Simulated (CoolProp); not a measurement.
Aqueous methanol as a coolant, at 22 °C, 1 atm.

The numbers come from the Melinder's fits for secondary coolants in CoolProp.

```tsv
mass %	freezing point (°C)	cp (kJ/(kg K))	viscosity (mPa s)	Prandtl number	conductivity (W/(m K))
5.8	-3.5	4.203	1.12	8.28	0.566
12.2	-8.3	4.180	1.30	10.3	0.529
18.5	-13.7	4.127	1.47	12.3	0.494
24.9	-20.0	4.058	1.61	14.2	0.460
31.3	-27.2	3.976	1.70	15.8	0.427
37.7	-35.5	3.875	1.73	16.9	0.397
44.1	-44.8	3.749	1.72	17.4	0.369
50.5	-55.3	3.602	1.66	17.4	0.344
56.9	-67.0	3.452	1.57	16.9	0.321
```
